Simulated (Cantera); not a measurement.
Cantera run:

```python
import numpy as np
import cantera as ct

gas_names = [...]  # 151 gases of nasa_gas.yaml made of C, H, N, O, Si
cond_names = """
    C(gr) C6H6(L) C7H8(L) C8H18(L),n-octa H2O(s) H2O(L) Si(cr) Si(L) SiC(b) SiO2(Lqz) SiO2(hqz) SiO2(L)
    Si2N2O(s) Si3N4(a)
""".split()


# ... load() reads the species with a 1 bar reference pressure and builds the phases ...
atoms = {
    'Si2H6': {'Si': 2, 'H': 6},
    'CO2': {'C': 1, 'O': 2},
    'N2': {'N': 2},
}
top_T = {'C(gr)': 4500, 'SiC(b)': 3050, 'Si2N2O(s)': 2100, 'Si3N4(a)': 2400}  # K; cautious upper limits of use, not melting points


# ... equilibrate(T, P, feed) seeds the gas with the atoms and calls Mixture.equilibrate('TP', solver="vcs", rtol=1e-11, max_steps=5000) ...
results = []
feed = {'Si2H6': 1, 'CO2': 13, 'N2': 190}  # mol
P = 10000  # Pa
for T in [1523, 1548, 1573, 1598, 1623, 1648, 1673, 1698, 1723, 1748, 1773, 1798, 1823, 1848]:
    mix = equilibrate(T, P, feed)
    results.append((T, P, feed, dict(zip(mix.species_names, mix.species_moles))))

top = {s: max(r[3][s] / sum(r[3][g] for g in gas_names) for r in results) for s in gas_names}
cols = sorted((s for s in top if top[s] > 0.0001), key=lambda s: -top[s])[:9]
seen = [c for c in cond_names if any(r[3].get(c, 0) > 1e-12 for r in results)]
print("log10 of partial pressures in bar; condensed amounts in mol")
print(f"{'T/K':>10s}" + "".join(f"{s[:9]:>10s}" for s in cols + seen))
for T, P, feed, n in results:
    ng = sum(n[g] for g in gas_names)
    print(f"{T:10.4g}" + "".join(f"{np.log10(max(n[s] / ng * P / 1e5, 1e-99)):10.3f}" for s in cols)
          + "".join(f"{n.get(c, 0):10.4g}" for c in seen))
```

Result:

```
log10 of partial pressures in bar; condensed amounts in mol
       T/K        N2       CO2        CO       H2O        H2 SiO2(hqz)   SiO2(L)
      1523    -1.035    -2.483    -2.519    -2.965    -3.429         2         0
      1548    -1.035    -2.485    -2.518    -2.961    -3.440         2         0
      1573    -1.035    -2.486    -2.517    -2.958    -3.450         2         0
      1598    -1.035    -2.487    -2.516    -2.955    -3.460         2         0
      1623    -1.035    -2.488    -2.514    -2.952    -3.470         2         0
      1648    -1.035    -2.489    -2.513    -2.949    -3.480         2         0
      1673    -1.035    -2.490    -2.512    -2.947    -3.489         2         0
      1698    -1.035    -2.491    -2.512    -2.944    -3.498         0         2
      1723    -1.035    -2.491    -2.511    -2.942    -3.507         0         2
      1748    -1.035    -2.492    -2.510    -2.940    -3.515         0         2
      1773    -1.035    -2.493    -2.509    -2.938    -3.524         0     1.999
      1798    -1.035    -2.494    -2.508    -2.936    -3.532         0     1.999
      1823    -1.035    -2.494    -2.508    -2.934    -3.540         0     1.998
      1848    -1.035    -2.495    -2.507    -2.933    -3.548         0     1.997
```

These are equilibrium values from Cantera (NASA tables, ideal gas, pure condensed phases), not measurements of a reactor. The feed counts by its element totals alone. The tables hold silica as quartz up to 1696 K and as liquid above; real silica turns to tridymite and cristobalite and melts near 1996 K.
